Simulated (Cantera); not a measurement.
A closed system holds: 1 mol SiHCl3, 18 mol H2, equilibrated at 101000 Pa.

Method: chemical equilibrium by Gibbs-energy minimisation in Cantera with the NASA 1993 tables (ideal gas, pure condensed phases). Candidate condensed phases: Si; 19 gas species. Gases not in the tables: Si2H6 and higher silanes. Equilibrium is a limit: real reactors are often held back by kinetics, nucleation or transport.

Q: Which condensed phases are stable at each of these points (T (°C)): 552, 652, 752, 852, 952, 1052, 1152, 1252, 1352, 1452?

A: 
| T (°C) | condensed phases | Si condensed (%) |
|---|---|---|
| 552 | Si(s) | 14.5 |
| 652 | Si(s) | 16.0 |
| 752 | Si(s) | 19.1 |
| 852 | Si(s) | 23.8 |
| 952 | Si(s) | 29.5 |
| 1052 | Si(s) | 34.6 |
| 1152 | Si(s) | 37.3 |
| 1252 | Si(s) | 37.7 |
| 1352 | Si(s) | 37.0 |
| 1452 | Si(l) | 37.8 |

From 552 °C to 1352 °C the condensed part is Si(s). At 1452 °C the condensed part is Si(l).
